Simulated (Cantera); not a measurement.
Feed: 1 mol Fe2O3, a varied amount of Cl2, 0.2 mol N2, 0.2 mol HCl, held at 1525 K and 48.8 Torr.

Cantera equilibrium calculation (NASA polynomials, part measured and part estimated; ideal gas, pure solids and liquids). Candidate condensed phases: Fe, FeCl2, FeCl3, FeO, Fe(OH)2, Fe(OH)3, Fe2O3, Fe3O4, H2O, NH4Cl; 37 gas species. Mutual solubility and eutectic melting of coexisting phases are not modelled. Equilibrium is a limit: real reactors are often held back by kinetics, nucleation or transport.

At 0.028 mol Cl2, list the 5 most abundant gas species with their mole fractions, and the condensed phases.

N2 0.392, HCl 0.303, O2 0.151, FeCl2 0.0772, H2O 0.0449. Condensed: Fe2O3(s) + Fe3O4(s).
